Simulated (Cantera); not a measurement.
# Stirred combustor or abatement burner

A perfectly stirred reactor is fed with CH4 : H2 : O2 : N2 = 1 : 1.2 : 3.17 : 11.9 (molar parts), at 6300 Torr; it is adiabatic with a 675 K inlet, and is followed from long to short residence time, starting on the burning branch (τ in s: 0.41, 0.13, 0.039, 0.012, 0.0037, 0.0011, 0.00035, 0.00011, 3.3e-05, 1e-05).

Model: GRI-Mech 3.0 (53 species, 325 reactions), integrated in Cantera.

```csv
τ (s),T (K),x CH4,x H2,x O2,x CH2,x O,x C2H
0.41,2339,6.52e-8,0.000958,0.0312,1.87e-9,0.000381,<1e-12
0.13,2340,2.04e-7,0.000963,0.0315,5.88e-9,0.000386,<1e-12
0.039,2342,6.65e-7,0.000979,0.0321,1.95e-8,0.000398,<1e-12
0.012,2344,2.08e-6,0.00102,0.0330,6.27e-8,0.000422,<1e-12
0.0037,2343,6.31e-6,0.00114,0.0338,1.97e-7,0.000466,6.74e-12
0.0011,2333,1.86e-5,0.00150,0.0345,6.06e-7,0.000579,5.22e-11
0.00035,2309,4.62e-5,0.00232,0.0357,1.58e-6,0.000848,2.53e-10
0.00011,2260,0.000108,0.00394,0.0378,3.65e-6,0.00141,8.86e-10
3.3e-5,2176,0.000273,0.00674,0.0418,7.79e-6,0.00237,2.72e-9
1.0e-5,2045,0.000850,0.0111,0.0499,1.61e-5,0.00322,9.03e-9
```
x: mole fraction; the columns are a selection and need not sum to one.
